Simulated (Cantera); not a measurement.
An isothermal, constant-pressure homogeneous reactor starts with CO : O2 : H2O : N2 = 0.0012 : 0.013 : 0.0065 : 1 (molar parts), equivalence ratio 0.046, at 1325 K and 750 Torr. Integrator tolerance rtol = 1e-08.

Model: GRI-Mech 3.0 (53 species, 325 reactions), integrated in Cantera.

Question: What does this change do: 0.01 parts CH4 added?

Answer: 
| quantity | before | after |
|---|---|---|
| x(CO) at 30.0 s | 2.68e-9 (gas-phase equilibrium 2.69e-9) | 0.00583 (gas-phase equilibrium 0.00550) |
| x(O2) at 30.0 s | 0.0122 (gas-phase equilibrium 0.0121) | 2.40e-12 (gas-phase equilibrium <1e-12) |
| x(H2O) at 30.0 s | 0.00637 (gas-phase equilibrium 0.00637) | 0.0174 (gas-phase equilibrium 0.0164) |
| x(CO2) at 30.0 s | 0.00118 (gas-phase equilibrium 0.00118) | 0.00461 (gas-phase equilibrium 0.00529) |
| x(O) at 30.0 s | 3.06e-8 (gas-phase equilibrium 3.05e-8) | <1e-12 (gas-phase equilibrium <1e-12) |
| x(N2O) at 30.0 s | 9.15e-9 (gas-phase equilibrium 9.13e-9) | <1e-12 (gas-phase equilibrium <1e-12) |
| x(NO) at 30.0 s | 4.46e-8 (gas-phase equilibrium 0.000125) | 2.98e-8 (gas-phase equilibrium 2.73e-10) |
